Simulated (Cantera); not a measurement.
## Oxide etching and cleaning by halides: B2O3 + Cl2 + H2 + HCl

Charge: 1 mol B2O3, 1 mol Cl2, 8.3 mol H2, 11 mol HCl, held at 10.0 Torr.

Cantera equilibrium calculation (NASA polynomials, part measured and part estimated; ideal gas, pure solids and liquids). Candidate condensed phases: B, B2O3, B3O3H3, H2O; 33 gas species. The tables' values for BOCl are old estimates; treat these amounts as uncertain. Gases not in the tables: BHCl2. Kinetics and transport are ignored.

From 550 °C to 1150 °C the condensed part is B2O3(l). The main B-bearing gas is BCl3 at 550 °C and HBO2 at 1150 °C.

```tsv
T (°C)	x HCl	x H2	x HBO2	x BOCl	x HBO	n B2O3(l)
550	0.640	0.360	1.13e-8	3.84e-10	4.35e-11	1.000
625	0.640	0.360	1.35e-7	7.91e-9	1.16e-9	1.000
700	0.640	0.360	1.08e-6	1.01e-7	1.82e-8	0.999
775	0.640	0.360	6.31e-6	8.90e-7	1.92e-7	0.999
850	0.640	0.360	2.86e-5	5.84e-6	1.47e-6	0.998
925	0.640	0.360	0.000105	3.03e-5	8.68e-6	0.996
1000	0.639	0.360	0.000327	0.000130	4.16e-5	0.991
1075	0.638	0.359	0.000892	0.000467	0.000166	0.978
1150	0.636	0.358	0.00223	0.00142	0.000552	0.945
```
x: gas mole fraction; n: condensed amount in mol.
